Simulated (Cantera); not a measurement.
Premixed flame

A freely propagating, adiabatic, planar premixed flame of CH₄ : O₂ : N₂ : H₂O = 1 : 1.33 : 5.01 : 1.7 (molar parts), equivalence ratio 1.5, unburnt at 700 K and 1000000 Pa; mixture-averaged transport, grid criteria slope 0.08 and curve 0.16, no radiation.

Cantera simulation using GRI-Mech 3.0 (53 species, 325 reactions); the numbers are that mechanism's predictions, not measurements. Burning velocities carry a grid error of a few per cent, more on coarse grids.

| z (mm) | T (K) | u (m/s) | x CH₄ | x O₂ | x H₂O | x OH | x H₂O₂ | x C₂H₆ |
|---|---|---|---|---|---|---|---|---|
| -0.656 | 701 | 0.180 | 0.110 | 0.147 | 0.188 | <1e-8 | 1.99e-7 | 1.38e-7 |
| -0.437 | 710 | 0.183 | 0.109 | 0.145 | 0.188 | <1e-8 | 1.88e-6 | 2.11e-6 |
| -0.328 | 733 | 0.191 | 0.106 | 0.143 | 0.191 | <1e-8 | 6.78e-6 | 1.05e-5 |
| -0.219 | 832 | 0.218 | 0.0980 | 0.134 | 0.204 | <1e-8 | 2.94e-5 | 7.39e-5 |
| -0.109 | 1175 | 0.313 | 0.0704 | 0.0977 | 0.245 | 9.45e-7 | 7.06e-5 | 0.000518 |
| -0.0547 | 1469 | 0.396 | 0.0455 | 0.0626 | 0.280 | 1.07e-5 | 1.33e-5 | 0.000924 |
| 0 | 1732 | 0.470 | 0.0233 | 0.0288 | 0.310 | 5.05e-5 | 3.69e-6 | 0.000541 |
| 0.0547 | 1869 | 0.509 | 0.0128 | 0.0108 | 0.323 | 8.50e-5 | 1.23e-6 | 0.000133 |
| 0.109 | 1920 | 0.523 | 0.00912 | 0.00425 | 0.325 | 7.80e-5 | 3.84e-7 | 4.07e-5 |
| 0.219 | 1946 | 0.530 | 0.00660 | 0.000905 | 0.323 | 5.50e-5 | 6.08e-8 | 1.04e-5 |
| 0.437 | 1948 | 0.531 | 0.00476 | 7.07e-5 | 0.318 | 4.16e-5 | <1e-8 | 3.49e-6 |
| 0.875 | 1941 | 0.531 | 0.00327 | 9.90e-7 | 0.311 | 3.59e-5 | <1e-8 | 1.42e-6 |
| 1.75 | 1934 | 0.531 | 0.00207 | 4.54e-8 | 0.306 | 3.16e-5 | <1e-8 | 5.14e-7 |
x: mole fraction of selected species; z is measured from the peak of heat release.

```yaml
laminar_burning_velocity: 18.0 cm/s
thermal_thickness: 0.219 mm
peak x(OH): 8.57e-5
peak x(H₂O₂): 7.47e-5
peak x(C₂H₆): 0.000932
grid_points: 126
```
